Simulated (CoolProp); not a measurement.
Saturated liquid density (kg/m³) of sulfur hexafluoride: the reference equation beside estimates from Tc = 318.7 K, pc = 3.755 MPa, ω = 0.210. Rackett uses Z = 0.29056 − 0.08775 ω.

Computed with CoolProp (reference Helmholtz-energy equation of state, Guder 2009).

```
T (K)  reference  Rackett  van der Waals  Redlich-Kwong  Soave-Redlich-Kwong  Peng-Robinson
-----  ---------  -------  -------------  -------------  -------------------  -------------
245.9       1729     1786           1102           1571                 1630           1849
252.9       1688     1743           1075           1522                 1582           1795
259.8       1647     1698           1047           1471                 1531           1738
266.7       1602     1651           1017              ?                 1477           1676
273.7       1554     1600          984.0           1358                 1416           1607
280.6       1502        ?              ?           1296                 1351           1532
287.5       1445        ?          910.8           1227                 1280              ?
294.5       1379     1418          867.3           1150                 1198           1353
301.4       1302     1340          817.8           1063                 1104           1243
```

Task: Complete the blanks.

Result: 
- 266.7, Redlich-Kwong: 1417
- 280.6, Rackett: 1546
- 280.6, van der Waals: 949.1
- 287.5, Rackett: 1486
- 287.5, Peng-Robinson: 1449

Absolute difference from the reference over all 9 rows, mean and median: Rackett 3.0 and 3.0 %, van der Waals 36.7 and 36.7 %, Redlich-Kwong 13.1 and 12.6 %, Soave-Redlich-Kwong 9.5 and 8.9 %, Peng-Robinson 3.9 and 4.5 %.
